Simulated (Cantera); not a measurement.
Input: 1 mol CCl4, 0.38 mol HCl, held at 700 K.

Points: P (Pa) = 1, 3.6, 13, 46, 170, 600, 2200, 7700, 28000, 100000.

Cantera's Mixture.equilibrate('TP', solver="vcs", rtol=1e-11, max_steps=5000) on the NASA tables stopped like this:

```
densed (mol): C(gr) 0.9994
T = 700 K  P = 170 Pa  gas = 2.378 mol
   x: CL2 8.393e-01  HCL 1.598e-01
   condensed (mol): C(gr) 0.9979
T = 700 K  P = 600 Pa  gas = 2.373 mol
   x: CL2 8.367e-01  HCL 1.602e-01  CCL4 3.102e-03
   condensed (mol): C(gr) 0.9926
T = 700 K  P = 2200 Pa  gas = 2.354 mol
   x: CL2 8.274e-01  HCL 1.614e-01  CCL4 1.112e-02
   condensed (mol): C(gr) 0.9738
T = 700 K  P = 7700 Pa  gas = 2.297 mol
   x: CL2 7.983e-01  HCL 1.654e-01  CCL4 3.624e-02
   condensed (mol): C(gr) 0.9168
T = 700 K  P = 28000 Pa  gas = 2.151 mol
   x: CL2 7.170e-01  HCL 1.766e-01  CCL4 1.063e-01
   condensed (mol): C(gr) 0.7713
ERROR: FAILURE its = 5001!

*******************************************************************************
CanteraError thrown by MultiPhase::equilibrate:
VCS solver failed. Return code: -1
*******************************************************************************
```

Question: What got this run through?

Answer: One answer among several that fit: The failure is numerical, not chemical. The same input converged with solver="gibbs", rtol=1e-10, max_steps=50000, and the result passed a check of the equilibrium conditions:
```
T = 700 K  P = 1 Pa  gas = 2.38 mol
   x: CL2 8.402e-01  HCL 1.596e-01
   condensed (mol): C(gr) 1
T = 700 K  P = 3.6 Pa  gas = 2.38 mol
   x: CL2 8.402e-01  HCL 1.597e-01
   condensed (mol): C(gr) 1
T = 700 K  P = 13 Pa  gas = 2.38 mol
   x: CL2 8.402e-01  HCL 1.597e-01
   condensed (mol): C(gr) 0.9998
T = 700 K  P = 46 Pa  gas = 2.379 mol
   x: CL2 8.400e-01  HCL 1.597e-01
   condensed (mol): C(gr) 0.9994
T = 700 K  P = 170 Pa  gas = 2.378 mol
   x: CL2 8.393e-01  HCL 1.598e-01
   condensed (mol): C(gr) 0.9979
T = 700 K  P = 600 Pa  gas = 2.373 mol
   x: CL2 8.367e-01  HCL 1.602e-01  CCL4 3.102e-03
   condensed (mol): C(gr) 0.9926
T = 700 K  P = 2200 Pa  gas = 2.354 mol
   x: CL2 8.274e-01  HCL 1.614e-01  CCL4 1.112e-02
   condensed (mol): C(gr) 0.9738
T = 700 K  P = 7700 Pa  gas = 2.297 mol
   x: CL2 7.983e-01  HCL 1.654e-01  CCL4 3.624e-02
   condensed (mol): C(gr) 0.9168
T = 700 K  P = 28000 Pa  gas = 2.151 mol
   x: CL2 7.170e-01  HCL 1.766e-01  CCL4 1.063e-01
   condensed (mol): C(gr) 0.7713
T = 700 K  P = 100000 Pa  gas = 1.925 mol
   x: CL2 5.660e-01  CCL4 2.366e-01  HCL 1.974e-01
   condensed (mol): C(gr) 0.5446
```

The gas is ideal and each condensed phase is pure. Gases not in the tables: chlorinated aromatics.
